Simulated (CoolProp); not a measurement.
Ethanol at several states: fugacity coefficient from the reference equation and from simpler models built on Tc = 241.6 °C, pc = 6268 kPa, ω = 0.644; each cubic takes its own stable root.

Computed with CoolProp (reference Helmholtz-energy equation of state, Schroeder 2014).

| T (°C) | p (kPa) | phase | reference |
|---|---|---|---|
| -11.75 | 931 | liquid | 0.0007387 |
| 34.45 | 1200 | liquid | 0.01134 |
| -31.75 | 29 | liquid | 0.004247 |
| 318.75 | 2200 | gas | 0.9473 |
| 169.45 | 20600 | liquid | 0.09296 |
| 239.65 | 13300 | liquid | 0.3723 |

### Question
How far does each simpler model (van der Waals, Redlich-Kwong, Soave-Redlich-Kwong, Peng-Robinson) lie from the reference over these 6 states: mean and median of the absolute difference, and the worst?

### Answer
- van der Waals: mean 9134.5 %, median 1868.6 %, worst +27786.8 % at -11.75 °C and 931 kPa
- Redlich-Kwong: mean 1300.4 %, median 437.0 %, worst +4413.8 % at -31.75 °C and 29 kPa
- Soave-Redlich-Kwong: mean 12.8 %, median 7.4 %, worst -34.9 % at -31.75 °C and 29 kPa
- Peng-Robinson: mean 5.6 %, median 3.2 %, worst -15.4 % at -31.75 °C and 29 kPa

At some of these states van der Waals gives the other phase, because its saturation line lies elsewhere.
